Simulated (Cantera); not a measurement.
A Cantera script and what it prints.

```python
import numpy as np
import cantera as ct

gas_names = """
    NO2 NO
""".split()
cond_names = """
    Ta(cr) Ta(L) Ta2O5(s) Ta2O5(L)
""".split()


# ... load() reads the species with a 1 bar reference pressure and builds the phases ...
species = {s.name: s for s in load("nasa_gas.yaml", gas_names) + load("nasa_condensed.yaml", cond_names)}
# Each term lists the table entries of one substance; the one whose range holds T is used.
reactions = {
    '2 Ta + 5 NO2(g) = 5 NO(g) + Ta2O5':
        [(-2, ['Ta(cr)', 'Ta(L)']), (-5, ['NO2']), (5, ['NO']), (1, ['Ta2O5(s)', 'Ta2O5(L)'])],
}


def pick(names, T):
    return next(species[n] for n in names if species[n].thermo.min_temp <= T <= species[n].thermo.max_temp)


results = []
for label, terms in reactions.items():
    print(label)
    print("     T/K   dH/kJ  dS/(J/K)   dG/kJ   log10 K")
    for T in [1325, 1400, 1475, 1550, 1625, 1700, 1775, 1850]:
        used = [(nu, pick(names, T)) for nu, names in terms]
        dH = sum(nu * s.thermo.h(T) for nu, s in used) / 1e6
        dS = sum(nu * s.thermo.s(T) for nu, s in used) / 1e3
        dG = dH - T * dS / 1e3
        logK = -dG * 1e6 / (ct.gas_constant * T * np.log(10))
        results.append((label, T, dH, dS, dG, logK, [s.name for _, s in used]))
        print(f"{T:8g} {dH:8.1f} {dS:8.1f} {dG:8.1f} {logK:8.2f}")
```

Output:

```
2 Ta + 5 NO2(g) = 5 NO(g) + Ta2O5
     T/K   dH/kJ  dS/(J/K)   dG/kJ   log10 K
    1325  -1724.9    -32.0  -1682.5    66.33
    1400  -1722.5    -30.3  -1680.1    62.69
    1475  -1720.2    -28.7  -1677.9    59.42
    1550  -1717.8    -27.1  -1675.8    56.47
    1625  -1715.5    -25.6  -1673.8    53.80
    1700  -1713.2    -24.3  -1672.0    51.37
    1775  -1711.0    -23.0  -1670.2    49.15
    1850  -1708.8    -21.7  -1668.5    47.11
```

Cantera with NASA thermochemical tables; ideal gases at 1 bar, condensed phases pure. Condensed species are held in their standard states even where they would react or evaporate.
